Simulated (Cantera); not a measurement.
A perfectly stirred reactor is fed with CH₃OH : O₂ : N₂ = 0.0054 : 0.016 : 1 (molar parts), at 2.76 atm; it is held at 1425 K, and followed from long to short residence time.

Computed with Cantera and GRI-Mech 3.0 (53 species, 325 reactions). GRI-Mech 3.0 was tuned for natural gas; its chemistry of methanol as a main component is partial and can be far from experiment.

What does this change do: temperature 1425 to 1525 K?


| quantity | before | after |
|---|---|---|
| x(CH₃OH) at τ = 1.70 s | 3.99e-7 | 2.34e-7 |
| x(O₂) at τ = 1.70 s | 0.00772 | 0.00771 |
| x(H₂O) at τ = 1.70 s | 0.0105 | 0.0105 |
| x(C₂H) at τ = 1.70 s | <1e-12 | <1e-12 |
| x(NO) at τ = 1.70 s | 1.55e-6 | 3.00e-6 |
| x(CH₃OH) at τ = 15.0 ms | 7.20e-6 | 4.23e-6 |
| x(O₂) at τ = 15.0 ms | 0.00791 | 0.00783 |
| x(H₂O) at τ = 15.0 ms | 0.0104 | 0.0104 |
| x(C₂H) at τ = 15.0 ms | <1e-12 | <1e-12 |
| x(NO) at τ = 15.0 ms | 8.72e-7 | 2.27e-6 |

What does this change do: CH3OH 0.0054 to 0.00073 parts?


```tsv
quantity	before	after
x(CH₃OH) at τ = 1.70 s	3.99e-7	1.61e-7
x(O₂) at τ = 1.70 s	0.00772	0.0147
x(H₂O) at τ = 1.70 s	0.0105	0.00143
x(C₂H) at τ = 1.70 s	<1e-12	<1e-12
x(NO) at τ = 1.70 s	1.55e-6	6.58e-7
x(CH₃OH) at τ = 15.0 ms	7.20e-6	3.43e-6
x(O₂) at τ = 15.0 ms	0.00791	0.0147
x(H₂O) at τ = 15.0 ms	0.0104	0.00141
x(C₂H) at τ = 15.0 ms	<1e-12	<1e-12
x(NO) at τ = 15.0 ms	8.72e-7	2.08e-7
```
